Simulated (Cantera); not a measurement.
Input (Python, Cantera) and output of one run.

```python
import numpy as np
import cantera as ct

gas_names = """
    CL CL2 H HCL H2 N NH NH2 NH3 N2 N2H2 N2H4 Si SiCL SiCL2 SiCL3 SiCL4 SiH SiHCL3 SiH2 SiH2CL2 SiH3
    SiH3CL SiH4 SiN Si2 Si2N Si3
""".split()
cond_names = """
    NH4CL(a) NH4CL(b) Si(cr) Si(L) Si3N4(a)
""".split()


def load(file, names, dense=False):
    # The tables refer to 1 bar. Condensed volumes are neglected.
    table = {s.name: s for s in ct.Species.list_from_file(file)}
    out = []
    for n in names:
        d = dict(table[n].input_data)
        d["thermo"] = dict(d["thermo"], **{"reference-pressure": 1e5})
        if dense:
            d["equation-of-state"] = {"model": "constant-volume", "density": "1e6 g/cm^3"}
        out.append(ct.Species.from_dict(d))
    return out


gas = ct.Solution(thermo="ideal-gas", species=load("nasa_gas.yaml", gas_names))
cond = {s.name: ct.Solution(thermo="fixed-stoichiometry", species=[s], name=s.name)
        for s in load("nasa_condensed.yaml", cond_names, dense=True)}
atoms = {
    'Si2Cl6': {'Si': 2, 'CL': 6},
    'NH3': {'N': 1, 'H': 3},
    'N2': {'N': 2},
}
top_T = {'Si3N4(a)': 2400}  # K; cautious upper limits of use, not melting points


def equilibrate(T, P, feed):
    n = {}
    for name, mol in feed.items():
        for a, k in atoms[name].items():
            n[a] = n.get(a, 0.0) + k * mol
    gas.TPX = T, P, n
    mass = sum(n.values()) * gas.mean_molecular_weight
    gas.equilibrate("TP")
    valid = [c for c in cond.values() if c.min_temp <= T <= top_T.get(c.name, c.max_temp)]
    mix = ct.Mixture([(gas, mass / gas.mean_molecular_weight)] + [(c, 0.0) for c in valid])
    mix.T, mix.P = T, P
    mix.equilibrate("TP", solver="vcs", rtol=1e-11, max_steps=5000)
    return mix


results = []
T = 2123.15  # K
P = 1000  # Pa
for m in [0.35, 0.56, 0.92, 1.5, 2.4, 3.9, 6.4, 10, 17, 27]:
    feed = {'Si2Cl6': 1, 'NH3': m, 'N2': 6.9}  # mol
    mix = equilibrate(T, P, feed)
    results.append((T, P, feed, dict(zip(mix.species_names, mix.species_moles))))

top = {s: max(r[3][s] / sum(r[3][g] for g in gas_names) for r in results) for s in gas_names}
cols = sorted((s for s in top if top[s] > 1e-05), key=lambda s: -top[s])[:7]
seen = [c for c in cond_names if any(r[3].get(c, 0) > 1e-12 for r in results)]
print("log10 of partial pressures in bar; condensed amounts in mol")
print(f"{'n(NH3)':>10s}" + "".join(f"{s[:9]:>10s}" for s in cols + seen))
for T, P, feed, n in results:
    ng = sum(n[g] for g in gas_names)
    print(f"{feed['NH3']:10.4g}" + "".join(f"{np.log10(max(n[s] / ng * P / 1e5, 1e-99)):10.3f}" for s in cols)
          + "".join(f"{n.get(c, 0):10.4g}" for c in seen))
```

Result:

```
log10 of partial pressures in bar; condensed amounts in mol
    n(NH3)        N2        H2     SiCL2       HCL        CL         H        Si
      0.35    -2.192    -5.046    -2.764    -3.034    -3.090    -4.968    -5.831
      0.56    -2.196    -4.175    -2.767    -2.877    -3.369    -4.532    -5.276
      0.92    -2.210    -3.440    -2.794    -2.819    -3.679    -4.165    -4.684
       1.5    -2.235    -3.045    -2.846    -2.820    -3.877    -3.967    -4.340
       2.4    -2.268    -2.795    -2.922    -2.842    -4.024    -3.842    -4.120
       3.9    -2.313    -2.607    -3.032    -2.882    -4.158    -3.748    -3.963
       6.4    -2.365    -2.466    -3.184    -2.939    -4.285    -3.678    -3.860
        10    -2.414    -2.372    -3.361    -3.005    -4.398    -3.631    -3.812
        17    -2.469    -2.293    -3.627    -3.102    -4.535    -3.591    -3.804
        27    -2.510    -2.245    -3.914    -3.205    -4.662    -3.567    -3.838
```

Cantera equilibrium calculation (NASA polynomials, part measured and part estimated; ideal gas, pure solids and liquids). The feed counts by its element totals alone. The tables' values for SiCl3, SiCl, SiN are old estimates; treat these amounts as uncertain. Gases not in the tables: Si2H6 and higher silanes.
